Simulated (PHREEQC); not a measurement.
Dissolve 0.00067 mol H2SeO3, 0.0063 mol NaHCO3 and 4.8e-05 mol FeCl3 per kg of water at 91 °C. Closed to the air; pH follows from the charge balance.

Computed with PHREEQC (ion-association model, wateq4f.dat).

| quantity | before | after |
|---|---|---|
| pH | 7.13 | 3.24 |
| ionic strength (mol/kgw) | 0.00632 | 0.000664 |
| HSeO3- (mol/kgw) | 0.000634 | 0.000510 |
| Fe(OH)3 (mol/kgw) | 4.07e-5 | 8.72e-8 |
| SeO3-2 (mol/kgw) | 3.63e-5 | 3.09e-9 |
| Fe(OH)2+ (mol/kgw) | 2.43e-6 | 3.83e-5 |
| SI of Goethite (FeOOH) | +7.80 | +5.13 |

Problem. Which change was made?
A. diluted 10-fold with water
B. diluted 5-fold with water
C. NaHCO3 left out
D. FeCl3 from 4.8e-05 to 0.00024 mol/kgw
E. NaHCO3 from 0.0063 to 0.00693 mol/kgw

Solution. C, NaHCO3 left out

Precipitation was switched off in this run. Some of these states are supersaturated (in Hematite (slow to form), Goethite (slow to form), for instance). Constants without temperature data keep their 25 °C values here.
